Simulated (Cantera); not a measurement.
# Adiabatic ignition

An adiabatic, constant-volume homogeneous reactor starts with CH₄ : H₂ : O₂ : N₂ = 1 : 0.27 : 3.88 : 24.5 (molar parts), equivalence ratio 0.55, at 1573 K and 870000 Pa.

Cantera simulation using GRI-Mech 3.0 (53 species, 325 reactions); the numbers are that mechanism's predictions, not measurements.

```csv
t (s),T (K),P (bar),x CH₄,x H₂,x O₂,x CH₂O,x NO
6.00e-6,1573,8.70,0.0337,0.00910,0.131,1.86e-6,<1e-12
1.70e-5,1574,8.70,0.0335,0.00906,0.131,4.55e-5,3.35e-12
4.82e-5,1652,9.15,0.0248,0.00976,0.123,0.00150,1.23e-9
0.000136,2510,13.9,<1e-12,0.000517,0.0581,4.05e-12,0.000346
0.000387,2508,13.8,<1e-12,0.000514,0.0576,4.00e-12,0.00122
0.00110,2503,13.8,<1e-12,0.000506,0.0566,3.87e-12,0.00335
0.00310,2493,13.8,<1e-12,0.000493,0.0547,3.63e-12,0.00725
0.00879,2484,13.7,<1e-12,0.000481,0.0530,3.44e-12,0.0108
0.0249,2483,13.7,<1e-12,0.000479,0.0526,3.40e-12,0.0114
0.0706,2483,13.7,<1e-12,0.000479,0.0526,3.40e-12,0.0114
0.200,2483,13.7,<1e-12,0.000479,0.0526,3.40e-12,0.0114
```
x: mole fraction; the columns are a selection and need not sum to one.

- time of steepest temperature rise = 56.1 µs
- temperature at 0.200 s = 2483 K
- equilibrium temperature = 2483 K
- x(CH₄) at 0.200 s = <1e-12 (gas-phase equilibrium <1e-12)
- x(H₂) at 0.200 s = 0.000479 (gas-phase equilibrium 0.000479)
- x(O₂) at 0.200 s = 0.0526 (gas-phase equilibrium 0.0526)
